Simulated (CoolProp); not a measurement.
1,2-dichloroethane along the isobar 22.8 MPa: Z from the reference equation and from simpler models built on Tc = 288.4 °C, pc = 5.226 MPa, ω = 0.269; each cubic takes its own stable root.

Computed with CoolProp (reference Helmholtz-energy equation of state, Thol 2015).

```tsv
T (°C)	phase	reference
-3.35	liquid	0.7718
29.55	liquid	0.7113
62.45	liquid	0.6647
95.35	liquid	0.6287
128.15	liquid	0.6014
161.05	liquid	0.5811
193.95	liquid	0.5671
226.85	liquid	0.5588
```

Q: How far does each simpler model (van der Waals, Redlich-Kwong, Soave-Redlich-Kwong) lie from the reference over these 8 states: mean and median of the absolute difference, and the worst?

A: 
- van der Waals: mean 62.0 %, median 62.6 %, worst +70.1 % at -3.35 °C and 22.8 MPa
- Redlich-Kwong: mean 15.5 %, median 15.4 %, worst +16.9 % at -3.35 °C and 22.8 MPa
- Soave-Redlich-Kwong: mean 13.1 %, median 12.6 %, worst +15.2 % at -3.35 °C and 22.8 MPa
